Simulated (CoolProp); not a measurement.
Methanol along the isobar 253 bar: density (kg/m³) from the reference equation and from simpler models built on Tc = 240.2 °C, pc = 82.16 bar, ω = 0.565; each cubic takes its own stable root.

The numbers come from the reference Helmholtz-energy equation of state, de Reuck 1993 in CoolProp.

| T (°C) | phase | reference | van der Waals | Soave-Redlich-Kwong | Peng-Robinson |
|---|---|---|---|---|---|
| -6.65 | liquid | 834.9 | 415.8 | 632.2 | 708.8 |
| 10.15 | liquid | 820.7 | [?] | 623.1 | 699.0 |
| 26.95 | liquid | 806.7 | 404.2 | 613.3 | 688.6 |
| 43.75 | liquid | 792.7 | 398.2 | 602.8 | 677.2 |
| 60.55 | liquid | 778.6 | 392.1 | 591.5 | 664.9 |
| 77.25 | liquid | 764.2 | 385.9 | 579.4 | 651.7 |
| 94.05 | liquid | 749.3 | 379.4 | 566.2 | 637.2 |
| 110.85 | liquid | 733.7 | 372.8 | 552.0 | 621.4 |
| 127.65 | liquid | 717.2 | 365.9 | 536.7 | 604.3 |
| 144.45 | liquid | 699.6 | 358.9 | [?] | 585.5 |
| 161.25 | liquid | [?] | 351.7 | 502.0 | 565.0 |
| 177.95 | liquid | [?] | 344.2 | 482.6 | [?] |

Q: What belongs in the gaps?

A: 
- 10.15, van der Waals: 410.1
- 144.45, Soave-Redlich-Kwong: 520.1
- 161.25, reference: 680.8
- 177.95, reference: 660.5
- 177.95, Peng-Robinson: 542.7
